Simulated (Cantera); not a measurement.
Charge: 1 mol CH3Cl, 0.46 mol Si, 0.13 mol H2, held at 1048 K.

Points: P (Pa) = 1, 5.2, 27, 140, 720, 3700, 19000, 100000.

Cantera's Mixture.equilibrate('TP', solver="vcs", rtol=1e-11, max_steps=5000) on the NASA tables stopped like this:

```
ERROR: FAILURE its = 5001!

*******************************************************************************
CanteraError thrown by MultiPhase::equilibrate:
VCS solver failed. Return code: -1
*******************************************************************************
```

**Question.** What got this run through?

**Answer.** One answer among several that fit: The failure is numerical, not chemical. The same input converged with solver="gibbs", rtol=1e-10, max_steps=50000, and the result passed a check of the equilibrium conditions:
```
log10 of partial pressures in bar; condensed amounts in mol
      P/Pa        H2       HCL     SiCL4       CH4    SiHCL3     SiCL3     SiCL2     C(gr)    SiC(b)
         1    -5.273    -5.333    -8.024   -11.779    -9.955    -8.822    -8.357    0.5433    0.4567
       5.2    -4.550    -4.628    -6.653   -10.333    -8.564    -7.794    -7.671    0.5507    0.4493
        27    -3.814    -3.950    -5.410    -8.861    -7.264    -6.861    -7.050    0.5724    0.4275
       140    -3.065    -3.308    -4.342    -7.364    -6.089    -6.061    -6.516    0.6098    0.3901
       720    -2.317    -2.703    -3.414    -5.868    -5.019    -5.365    -6.052    0.6517    0.3479
      3700    -1.576    -2.120    -2.570    -4.385    -4.015    -4.731    -5.630    0.6881    0.3097
   1.9e+04    -0.844    -1.556    -1.773    -2.922    -3.052    -4.134    -5.232    0.7094    0.2784
     1e+05    -0.122    -0.998    -0.987    -1.478    -2.101    -3.544    -4.838    0.6852    0.2528
```

The gas is ideal and each condensed phase is pure. The tables' values for SiCl3 are old estimates; treat these amounts as uncertain.
